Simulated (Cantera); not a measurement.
A closed system holds: 1 mol FeS, a varied amount of H₂, at 1948.15 K and 14.0 mbar.

Cantera equilibrium calculation (NASA polynomials, part measured and part estimated; ideal gas, pure solids and liquids). Candidate condensed phases: Fe, FeS, FeS₂, S; 8 gas species. Rates play no part.

**Question.** Which condensed phases are stable at each of these points (n(H₂) (mol)): 60, 130, 190, 260, 330, 400, 460, 530, 600, 660?

**Answer.** 
```json
[
 {"n(H₂) (mol)": "60", "condensed phases": "Fe(l)", "Fe condensed (%)": "11.9"},
 {"n(H₂) (mol)": "130", "condensed phases": "gas only", "Fe condensed (%)": "0.0"},
 {"n(H₂) (mol)": "190", "condensed phases": "gas only", "Fe condensed (%)": "0.0"},
 {"n(H₂) (mol)": "260", "condensed phases": "gas only", "Fe condensed (%)": "0.0"},
 {"n(H₂) (mol)": "330", "condensed phases": "gas only", "Fe condensed (%)": "0.0"},
 {"n(H₂) (mol)": "400", "condensed phases": "gas only", "Fe condensed (%)": "0.0"},
 {"n(H₂) (mol)": "460", "condensed phases": "gas only", "Fe condensed (%)": "0.0"},
 {"n(H₂) (mol)": "530", "condensed phases": "gas only", "Fe condensed (%)": "0.0"},
 {"n(H₂) (mol)": "600", "condensed phases": "gas only", "Fe condensed (%)": "0.0"},
 {"n(H₂) (mol)": "660", "condensed phases": "gas only", "Fe condensed (%)": "0.0"}
]
```

At 60 mol H₂ the condensed part is Fe(l). From 130 mol H₂ to 660 mol H₂ nothing is condensed.
